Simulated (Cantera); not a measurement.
Charge: 1 mol Al(CH3)3, 25 mol NH3, 54 mol N2, 9 mol N2O, at 1473 K and 133 Pa.

Equilibrium computed with Cantera from the NASA thermochemical tables; the gas is ideal and each condensed phase is pure. Candidate condensed phases: Al, AlN, Al2O3, C, C6H6, C7H8, C8H18, H2O; 148 gas species. The feed counts by its element totals alone. Rates play no part.

Problem. What is the equilibrium state?

Solution. 
| Property | Result |
|---|---|
| x(N2) | 0.626 |
| x(H2) | 0.312 |
| x(H2O) | 0.0362 |
| x(CO) | 0.0238 |
| x(CO2) | 0.00111 |
| x(H) | 0.000194 |
| n(Al2O3(s)) | 0.500 mol |
| gas amount | 120.5 mol |
| log10 activity of C(graphite) (absent) | -6.24 |
| log10 activity of Al(l) (absent) | -11.14 |
